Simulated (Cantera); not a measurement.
An isothermal, constant-pressure homogeneous reactor starts with 1.59 % C₂H₄, 98.4 % H₂, at 1825 K and 0.987 atm.

Cantera simulation using GRI-Mech 3.0 (53 species, 325 reactions); the numbers are that mechanism's predictions, not measurements. GRI-Mech 3.0 was tuned for natural gas; its chemistry of ethylene as a main component is partial and can be far from experiment. GRI-Mech 3.0 stops at C3 and has no aromatics, soot or wall deposition, so with more carbon than oxygen in the feed, carbon stays in small species such as C2H2 where larger ones or solid carbon would form.

One state of this run: x C₂H₄ = 0.000307; x H₂ = 0.984; x C₂H = 4.75e-8; x CH₃ = 1.03e-6; x C₂H₆ = 1.17e-7; x H = 0.000316. x: mole fraction; the columns are a selection and need not sum to one.

Q: Which value of t (s) does it belong to?
A) 0.00173
B) 0.520
C) 2.16
D) 0.0300

A: A, 0.00173
